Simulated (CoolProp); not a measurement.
Vapour-liquid equilibrium of dimethyl carbonate (1) + n-nonane (2) at 104.85 °C; x and y are mole fractions of (1).

Model: multi-fluid Helmholtz-energy mixture model, Zhou 2011 and Lemmon 2006; pair parameters Bell 2016, in CoolProp.

```json
[
 {"x": "0.05", "bubble pressure, mixture model (bar)": "0.4447", "bubble pressure, Raoult's law (bar)": "0.3171", "y, mixture model": "0.458", "y, Raoult's law": "0.250"},
 {"x": "0.15", "bubble pressure, mixture model (bar)": "0.7790", "bubble pressure, Raoult's law (bar)": "0.4506", "y, mixture model": "0.715", "y, Raoult's law": "0.528"},
 {"x": "0.25", "bubble pressure, mixture model (bar)": "1.026", "bubble pressure, Raoult's law (bar)": "0.5842", "y, mixture model": "0.800", "y, Raoult's law": "0.679"},
 {"x": "0.35", "bubble pressure, mixture model (bar)": "1.193", "bubble pressure, Raoult's law (bar)": "0.7178", "y, mixture model": "0.840", "y, Raoult's law": "0.773"},
 {"x": "0.45", "bubble pressure, mixture model (bar)": "1.300", "bubble pressure, Raoult's law (bar)": "0.8514", "y, mixture model": "0.862", "y, Raoult's law": "0.838"},
 {"x": "0.55", "bubble pressure, mixture model (bar)": "1.369", "bubble pressure, Raoult's law (bar)": "0.9850", "y, mixture model": "0.877", "y, Raoult's law": "0.886"},
 {"x": "0.65", "bubble pressure, mixture model (bar)": "1.419", "bubble pressure, Raoult's law (bar)": "1.119", "y, mixture model": "0.890", "y, Raoult's law": "0.922"},
 {"x": "0.75", "bubble pressure, mixture model (bar)": "1.465", "bubble pressure, Raoult's law (bar)": "1.252", "y, mixture model": "0.904", "y, Raoult's law": "0.950"},
 {"x": "0.85", "bubble pressure, mixture model (bar)": "1.515", "bubble pressure, Raoult's law (bar)": "1.386", "y, mixture model": "0.926", "y, Raoult's law": "0.973"},
 {"x": "0.95", "bubble pressure, mixture model (bar)": "1.565", "bubble pressure, Raoult's law (bar)": "1.519", "y, mixture model": "0.967", "y, Raoult's law": "0.992"}
]
```

The largest gap from Raoult's law is +75.6 % in bubble pressure, at x = 0.25. No azeotrope shows between x = 0.05 and 0.95.

The pair parameters rest on a limited set of measurements; away from them the model extrapolates. With so large a gap from Raoult's law the liquid may split in two, which this calculation doesn't test in full.
